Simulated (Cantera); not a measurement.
An isothermal, constant-pressure homogeneous reactor starts with H₂ : O₂ : N₂ = 1.1 : 1 : 4.2 (molar parts), equivalence ratio 0.55, at 875 K and 0.760 bar.

Cantera simulation using the H2/O2 subset of GRI-Mech 3.0, which has no nitrogen chemistry; the numbers are that mechanism's predictions, not measurements. Below about 950 K walls govern HO2 and H2O2 in real vessels. The temperature is held fixed by assumption; the heat of reaction is taken as removed at once.

x: mole fraction; the columns are a selection and need not sum to one.

| t (s) | x H₂ | x O₂ | x H₂O | x OH | x O | x H | x H₂O₂ |
|---|---|---|---|---|---|---|---|
| 7.00e-5 | 0.175 | 0.159 | 1.29e-11 | <1e-12 | <1e-12 | 5.34e-12 | <1e-12 |
| 0.000337 | 0.175 | 0.159 | 9.19e-11 | <1e-12 | <1e-12 | 5.80e-12 | <1e-12 |
| 0.00162 | 0.175 | 0.159 | 4.91e-10 | <1e-12 | <1e-12 | 6.21e-12 | 2.11e-11 |
| 0.00778 | 0.175 | 0.159 | 2.81e-9 | <1e-12 | 1.27e-12 | 8.33e-12 | 5.13e-10 |
| 0.0374 | 0.175 | 0.159 | 2.80e-8 | <1e-12 | 3.79e-12 | 2.48e-11 | 1.43e-8 |
| 0.180 | 0.175 | 0.159 | 2.30e-6 | 3.34e-11 | 1.10e-10 | 7.16e-10 | 1.57e-6 |
| 0.865 | 0.173 | 0.158 | 0.00155 | [?] | 8.88e-9 | 5.89e-8 | 0.000343 |
| 4.16 | 0.119 | 0.133 | 0.0606 | [?] | 1.45e-8 | 8.25e-8 | 0.000812 |
| 20.0 | 0.00865 | 0.0822 | 0.182 | [?] | 1.16e-8 | 1.08e-8 | 0.000116 |

Question: Complete the blanks.

Answer: 
- 0.865, x OH: 4.83e-9
- 4.16, x OH: 1.39e-8
- 20.0, x OH: 2.36e-8
